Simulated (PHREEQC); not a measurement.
A made-up water analysis in mg/kgw, 20 °C, pH 5.82, pe 9.6:

| constituent | mg/kgw |
|---|---|
| Na | 0.314 |
| K | 6.73e-05 |
| Ca | 0.169 |
| Mg | 0.304 |
| Cl | 0.883 |
| S(6) as SO4 | 0.776 |
| Alkalinity as HCO3 | 0.416 |
| Li | 0.000184 |

Valence states are taken as typed.

Equilibrium calculation in PHREEQC: ion-association model, wateq4f.dat.

Precipitation was switched off in this run.

**Question.** What charge-balance error does the model give?

**Answer.** charge-balance error -0.8 %.

**Question.** In which forms is C present?

**Answer.** CO2 78 %, HCO3- 22 % of the C.
